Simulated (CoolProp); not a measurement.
Vapour-liquid equilibrium of o-xylene (1) + n-undecane (2) at 267.45 °C; x and y are mole fractions of (1).

The numbers come from the multi-fluid Helmholtz-energy mixture model, Zhou 2012 and Aleksandrov 2011; pair parameters Bell 2016 in CoolProp.

```tsv
x	bubble pressure, mixture model (MPa)	bubble pressure, Raoult's law (MPa)	y, mixture model	y, Raoult's law
0.05	0.4760	0.4831	0.094	0.120
0.15	0.5354	0.5539	0.261	0.313
0.25	0.5984	0.6246	0.402	0.462
0.35	0.6645	0.6954	0.522	0.582
0.45	0.7334	0.7662	0.625	0.679
0.55	0.8048	0.8370	0.714	0.759
0.65	0.8787	0.9078	0.791	0.827
0.75	0.9549	0.9785	0.860	0.886
0.85	1.033	1.049	0.921	0.936
0.95	1.114	1.120	0.975	0.980
```

The largest gap from Raoult's law is -4.4 % in bubble pressure, at x = 0.35. No azeotrope shows between x = 0.05 and 0.95.

Pair parameters are fitted to limited data, so mixtures are less certain than the pure fluids.
